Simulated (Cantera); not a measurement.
A perfectly stirred reactor is fed with CO : H₂ : O₂ : N₂ : H₂O = 1 : 0.47 : 1.34 : 5.02 : 0.013 (molar parts), at 4.74 atm; it is adiabatic with a 650 K inlet, and is followed from long to short residence time, starting on the burning branch (τ in s: 0.055, 0.027, 0.014, 0.007, 0.0035, 0.0018, 0.00089, 0.00045, 0.00022, 0.00011, 5.7e-05).

Detailed kinetics in Cantera: GRI-Mech 3.0 (53 species, 325 reactions). The hydrogen kinetics of GRI-Mech 3.0 are dated; newer H2 mechanisms differ, most at raised pressure.

x: mole fraction; the columns are a selection and need not sum to one.

```csv
τ (s),T (K),x CO,x H₂,x O₂,x H₂O₂,x NO₂,x H
0.055,2103,0.000926,8.24e-5,0.0846,1.16e-7,1.85e-6,1.61e-5
0.027,2101,0.00117,9.93e-5,0.0848,1.22e-7,1.18e-6,2.06e-5
0.014,2097,(withheld),(withheld),0.0850,(withheld),(withheld),(withheld)
0.0070,2091,0.00224,0.000177,0.0853,1.52e-7,6.53e-7,4.65e-5
0.0035,2079,0.00334,0.000258,0.0856,1.83e-7,5.28e-7,8.17e-5
0.0018,2063,0.00496,0.000380,0.0861,2.29e-7,4.22e-7,0.000146
0.00089,2038,0.00753,0.000571,0.0870,3.00e-7,3.10e-7,0.000274
0.00045,2002,0.0111,0.000836,0.0883,3.98e-7,2.15e-7,0.000495
0.00022,1950,0.0165,0.00122,0.0903,5.51e-7,1.43e-7,0.000889
0.00011,1879,(withheld),(withheld),0.0934,(withheld),(withheld),(withheld)
5.7e-5,1784,0.0347,0.00234,0.0981,1.22e-6,7.14e-8,0.00220
```

**Question.** Some entries are withheld; supply them.

**Answer.** 
- 0.014, x CO: 0.00155
- 0.014, x H₂: 0.000127
- 0.014, x H₂O₂: 1.32e-7
- 0.014, x NO₂: 8.46e-7
- 0.014, x H: 2.89e-5
- 0.00011, x CO: 0.0240
- 0.00011, x H₂: 0.00171
- 0.00011, x H₂O₂: 7.92e-7
- 0.00011, x NO₂: 9.94e-8
- 0.00011, x H: 0.00148
